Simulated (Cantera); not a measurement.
## Thermodynamics of silicon epitaxy and polysilicon growth, feed Si2Cl6 + Cl2 + N2

Feed: 1 mol Si2Cl6, 0.03 mol Cl2, 160 mol N2, held at 2.00 mbar.

These are equilibrium values from Cantera (NASA tables, ideal gas, pure condensed phases), not measurements of a reactor. Candidate condensed phases: Si, Si3N4; 13 gas species. The feed counts by its element totals alone. N2 is the only nitrogen source here; it is nearly inert below about 1500 K, so the nitride shown seldom forms there in practice. The tables' values for SiCl3 are old estimates; treat these amounts as uncertain. The numbers say what is thermodynamically allowed, not how fast it happens.

From 873 K to 1248 K the condensed part is Si3N4(s). From 1323 K to 1698 K nothing is condensed. The main Si-bearing gas is SiCl4 at 873 K and SiCl2 at 1698 K.

```json
[
 {"T (K)": "873", "x N2": "0.991", "x SiCl2": "2.45e-8", "x Cl": "6.29e-10", "x SiCl4": "0.00940", "x SiCl3": "1.98e-6", "x Cl2": "<1e-12", "n Si3N4(s)": "0.162"},
 {"T (K)": "948", "x N2": "0.991", "x SiCl2": "5.35e-7", "x Cl": "7.45e-9", "x SiCl4": "0.00939", "x SiCl3": "1.22e-5", "x Cl2": "3.79e-12", "n Si3N4(s)": "0.161"},
 {"T (K)": "1023", "x N2": "0.991", "x SiCl2": "7.36e-6", "x Cl": "6.14e-8", "x SiCl4": "0.00935", "x SiCl3": "5.71e-5", "x Cl2": "2.55e-11", "n Si3N4(s)": "0.161"},
 {"T (K)": "1098", "x N2": "0.991", "x SiCl2": "7.00e-5", "x Cl": "3.80e-7", "x SiCl4": "0.00920", "x SiCl3": "0.000214", "x Cl2": "1.32e-10", "n Si3N4(s)": "0.157"},
 {"T (K)": "1173", "x N2": "0.990", "x SiCl2": "0.000484", "x Cl": "1.84e-6", "x SiCl4": "0.00866", "x SiCl3": "0.000652", "x Cl2": "5.39e-10", "n Si3N4(s)": "0.140"},
 {"T (K)": "1248", "x N2": "0.989", "x SiCl2": "0.00244", "x Cl": "7.10e-6", "x SiCl4": "0.00700", "x SiCl3": "0.00154", "x Cl2": "1.72e-9", "n Si3N4(s)": "0.0754"},
 {"T (K)": "1323", "x N2": "0.988", "x SiCl2": "0.00492", "x Cl": "3.22e-5", "x SiCl4": "0.00525", "x SiCl3": "0.00217", "x Cl2": "9.01e-9", "n Si3N4(s)": "0"},
 {"T (K)": "1398", "x N2": "0.987", "x SiCl2": "0.00488", "x Cl": "0.000190", "x SiCl4": "0.00506", "x SiCl3": "0.00240", "x Cl2": "9.24e-8", "n Si3N4(s)": "0"},
 {"T (K)": "1473", "x N2": "0.987", "x SiCl2": "0.00511", "x Cl": "0.000884", "x SiCl4": "0.00460", "x SiCl3": "0.00262", "x Cl2": "6.63e-7", "n Si3N4(s)": "0"},
 {"T (K)": "1548", "x N2": "0.985", "x SiCl2": "0.00610", "x Cl": "0.00300", "x SiCl4": "0.00346", "x SiCl3": "0.00275", "x Cl2": "2.81e-6", "n Si3N4(s)": "0"},
 {"T (K)": "1623", "x N2": "0.981", "x SiCl2": "0.00813", "x Cl": "0.00678", "x SiCl4": "0.00170", "x SiCl3": "0.00243", "x Cl2": "5.83e-6", "n Si3N4(s)": "0"},
 {"T (K)": "1698", "x N2": "0.978", "x SiCl2": "0.0103", "x Cl": "0.0102", "x SiCl4": "0.000440", "x SiCl3": "0.00151", "x Cl2": "5.74e-6", "n Si3N4(s)": "0"}
]
```
x: gas mole fraction; n: condensed amount in mol.
